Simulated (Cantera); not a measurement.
Feed: 1 mol CH3SiCl3, 0.011 mol CH4, 1200 mol H2, at 46.0 mbar.

Method: chemical equilibrium by Gibbs-energy minimisation in Cantera with the NASA 1993 tables (ideal gas, pure condensed phases). Candidate condensed phases: C, C6H6, C7H8, C8H18, Si, SiC; 109 gas species. The feed counts by its element totals alone. Gases not in the tables: Si2H6 and higher silanes. Equilibrium is a limit: real reactors are often held back by kinetics, nucleation or transport.

x: gas mole fraction; n: condensed amount in mol.

| T (K) | x H2 | x H | x HCl | x Si | n SiC(s) |
|---|---|---|---|---|---|
| 1500 | 0.997 | 8.20e-5 | 0.00249 | 1.83e-8 | 0.998 |
| 1575 | 0.997 | 0.000193 | 0.00249 | 9.53e-8 | 0.998 |
| 1650 | 0.997 | 0.000423 | 0.00249 | 4.50e-7 | 0.996 |
| 1725 | 0.997 | 0.000864 | 0.00249 | 1.97e-6 | 0.993 |
| 1800 | 0.996 | 0.00167 | 0.00248 | 7.63e-6 | 0.981 |
| 1875 | 0.994 | 0.00305 | 0.00248 | 2.55e-5 | 0.951 |
| 1950 | 0.992 | 0.00532 | 0.00247 | 7.52e-5 | 0.872 |
| 2025 | 0.988 | ___ | 0.00246 | ___ | ___ |
| 2100 | 0.982 | 0.0144 | 0.00244 | 0.000491 | 0.230 |
| 2175 | 0.974 | 0.0225 | 0.00242 | 0.000675 | 0 |
| 2250 | 0.962 | ___ | 0.00238 | 0.000706 | 0 |
| 2325 | 0.946 | 0.0499 | 0.00234 | 0.000723 | 0 |
| 2400 | 0.925 | 0.0713 | 0.00228 | 0.000730 | 0 |
| 2475 | 0.897 | 0.0994 | 0.00219 | 0.000730 | 0 |

**Question.** What belongs in the gaps?

**Answer.** 
- 2250, x H: 0.0340
- 2025, x H: 0.00892
- 2025, x Si: 0.000200
- 2025, n SiC(s): 0.679
